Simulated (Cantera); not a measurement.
A closed system holds: 1 mol FeS2, 0.6 mol O2, 0.74 mol H2O, held at 1125 °C and 1.10 bar.

These are equilibrium values from Cantera (NASA tables, ideal gas, pure condensed phases), not measurements of a reactor. Candidate condensed phases: Fe, FeO, Fe(OH)2, Fe(OH)3, FeS, FeSO4, FeS2, Fe2O3, Fe2(SO4)3, Fe3O4, H2O, H2SO4, S; 22 gas species. FeS: taken at fixed stoichiometry. Rates play no part.

Base state: H2O 0.446, SO2 0.406, S2 0.104, H2S 0.0249, H2 0.0119, S2O 0.00609, SO 0.00149, SH 0.000369 (mole fractions); condensed: FeS(s).

What changes in the equilibrium state with this change: temperature from 1125 °C to 350 °C?


| species | before | after |
|---|---|---|
| H2O | 0.446 | 0.787 |
| SO2 | 0.406 | 0.213 |
| H2S | 0.0249 | 0.000350 |
| S2 | 0.104 | 3.93e-6 |
| H2 | 0.0119 | 1.93e-6 |
| SO | 0.00149 | <1e-9 |
| SH | 0.000369 | <1e-9 |
| S2O | 0.00609 | 3.25e-6 |
| FeS(s), mol | 1.000 | 0 |
| FeSO4(s), mol | 0 | 0.200 |
| FeS2(s), mol | 0 | 0.800 |

What changes in the equilibrium state with this change: O2 from 0.6 to 0.45 mol?


| species | before | after |
|---|---|---|
| H2O | 0.446 | 0.456 |
| SO2 | 0.406 | 0.331 |
| S2 | 0.104 | 0.151 |
| H2S | 0.0249 | 0.0375 |
| H2 | 0.0119 | 0.0149 |
| SH | 0.000369 | 0.000497 |
| S2O | 0.00609 | 0.00730 |
| SO | 0.00149 | 0.00148 |
| FeS(s), mol | 1.000 | 1.000 |

What changes in the equilibrium state with this change: temperature from 1125 °C to 850 °C?


```json
[
 {"species": "H2O", "before": "0.446", "after": "0.445"},
 {"species": "SO2", "before": "0.406", "after": "0.411"},
 {"species": "S2", "before": "0.104", "after": "0.0975"},
 {"species": "H2S", "before": "0.0249", "after": "0.0376"},
 {"species": "H2", "before": "0.0119", "after": "0.00277"},
 {"species": "SO", "before": "0.00149", "after": "0.000114"},
 {"species": "SH", "before": "0.000369", "after": "3.59e-5"},
 {"species": "S2O", "before": "0.00609", "after": "0.00634"},
 {"species": "FeS(s), mol", "before": "1.000", "after": "1.00"}
]
```
Gases not in the tables: S3 to S7.
